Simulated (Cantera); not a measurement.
Pb + CO + N2 (iron carbonyl, mercury and lead vapours)

Feed: 1 mol Pb, 0.06 mol CO, 0.21 mol N2, at 6.00 Torr.

Method: chemical equilibrium by Gibbs-energy minimisation in Cantera with the NASA 1993 tables (ideal gas, pure condensed phases). Candidate condensed phases: C, Pb, PbO, PbO2, Pb3O4; 27 gas species. Rates play no part.

From 1273 K to 1323 K the condensed part is Pb(l). From 1373 K to 1623 K nothing is condensed. The main Pb-bearing gas is Pb throughout.

| T (K) | x Pb | x N2 | x CO | x Pb2 | x CO2 | x CN | n Pb(l) |
|---|---|---|---|---|---|---|---|
| 1273 | 0.229 | 0.599 | 0.171 | 1.72e-5 | 1.69e-6 | 1.51e-12 | 0.920 |
| 1323 | 0.440 | 0.436 | 0.125 | 5.08e-5 | 4.90e-7 | 6.16e-12 | 0.788 |
| 1373 | 0.787 | 0.165 | 0.0473 | 0.000133 | 4.06e-8 | 1.62e-11 | 0 |
| 1423 | 0.787 | 0.165 | 0.0472 | 0.000110 | 2.43e-8 | 6.21e-11 | 0 |
| 1473 | 0.787 | 0.165 | 0.0472 | 9.26e-5 | 1.51e-8 | 2.18e-10 | 0 |
| 1523 | 0.787 | 0.165 | 0.0472 | 7.86e-5 | 9.71e-9 | 7.03e-10 | 0 |
| 1573 | 0.787 | 0.165 | 0.0472 | 6.73e-5 | 6.42e-9 | 2.10e-9 | 0 |
| 1623 | 0.787 | 0.165 | 0.0472 | 5.82e-5 | 6.74e-9 | 3.81e-9 | 0 |
x: gas mole fraction; n: condensed amount in mol.
